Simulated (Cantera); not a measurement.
**Premixed flame**

A freely propagating, adiabatic, planar premixed flame of 12.8 % CH4, 18.3 % O2, 68.8 % N2, equivalence ratio 1.4, unburnt at 548 K and 100.0 Torr; mixture-averaged transport, grid criteria slope 0.08 and curve 0.16, no radiation.

Detailed kinetics in Cantera: GRI-Mech 3.0 (53 species, 325 reactions). Burning velocities carry a grid error of a few per cent, more on coarse grids.

```json
[
 {"z (mm)": "-7.74", "T (K)": "548", "u (m/s)": "1.02", "x CH4": "0.128", "x O2": "0.183", "x CH2O": "1.05e-7", "x N2O": "<1e-8", "x NO2": "<1e-8", "x CH2CO": "<1e-8"},
 {"z (mm)": "-5.16", "T (K)": "551", "u (m/s)": "1.03", "x CH4": "0.127", "x O2": "0.182", "x CH2O": "2.29e-6", "x N2O": "<1e-8", "x NO2": "<1e-8", "x CH2CO": "1.52e-8"},
 {"z (mm)": "-3.87", "T (K)": "564", "u (m/s)": "1.07", "x CH4": "0.125", "x O2": "0.180", "x CH2O": "1.56e-5", "x N2O": "<1e-8", "x NO2": "<1e-8", "x CH2CO": "1.65e-7"},
 {"z (mm)": "-2.58", "T (K)": "657", "u (m/s)": "1.26", "x CH4": "0.116", "x O2": "0.172", "x CH2O": "0.000126", "x N2O": "<1e-8", "x NO2": "1.93e-8", "x CH2CO": "3.64e-6"},
 {"z (mm)": "-1.29", "T (K)": "1097", "u (m/s)": "2.16", "x CH4": "0.0786", "x O2": "0.132", "x CH2O": "0.000783", "x N2O": "<1e-8", "x NO2": "1.53e-8", "x CH2CO": "7.66e-5"},
 {"z (mm)": "-0.645", "T (K)": "1477", "u (m/s)": "2.96", "x CH4": "0.0424", "x O2": "0.0882", "x CH2O": "0.00111", "x N2O": "<1e-8", "x NO2": "1.21e-8", "x CH2CO": "0.000209"},
 {"z (mm)": "0", "T (K)": "1807", "u (m/s)": "3.66", "x CH4": "0.0123", "x O2": "0.0426", "x CH2O": "0.000649", "x N2O": "<1e-8", "x NO2": "<1e-8", "x CH2CO": "0.000190"},
 {"z (mm)": "0.645", "T (K)": "1971", "u (m/s)": "4.01", "x CH4": "0.00187", "x O2": "0.0159", "x CH2O": "0.000192", "x N2O": "<1e-8", "x NO2": "<1e-8", "x CH2CO": "4.91e-5"},
 {"z (mm)": "1.29", "T (K)": "2022", "u (m/s)": "4.11", "x CH4": "0.000211", "x O2": "0.00564", "x CH2O": "3.54e-5", "x N2O": "<1e-8", "x NO2": "<1e-8", "x CH2CO": "7.14e-6"},
 {"z (mm)": "2.58", "T (K)": "2040", "u (m/s)": "4.14", "x CH4": "3.24e-6", "x O2": "0.00129", "x CH2O": "8.88e-7", "x N2O": "<1e-8", "x NO2": "<1e-8", "x CH2CO": "2.58e-7"},
 {"z (mm)": "5.16", "T (K)": "2047", "u (m/s)": "4.14", "x CH4": "<1e-8", "x O2": "0.000745", "x CH2O": "<1e-8", "x N2O": "<1e-8", "x NO2": "<1e-8", "x CH2CO": "<1e-8"},
 {"z (mm)": "10.3", "T (K)": "2054", "u (m/s)": "4.16", "x CH4": "<1e-8", "x O2": "0.000666", "x CH2O": "<1e-8", "x N2O": "<1e-8", "x NO2": "<1e-8", "x CH2CO": "<1e-8"},
 {"z (mm)": "20.6", "T (K)": "2064", "u (m/s)": "4.17", "x CH4": "<1e-8", "x O2": "0.000568", "x CH2O": "<1e-8", "x N2O": "<1e-8", "x NO2": "<1e-8", "x CH2CO": "<1e-8"}
]
```
x: mole fraction of selected species; z is measured from the peak of heat release.

```yaml
laminar_burning_velocity: 102 cm/s
thermal_thickness: 2.58 mm
peak x(CH2O): 0.00112
peak x(CH2CO): 0.000238
grid_points: 149
```
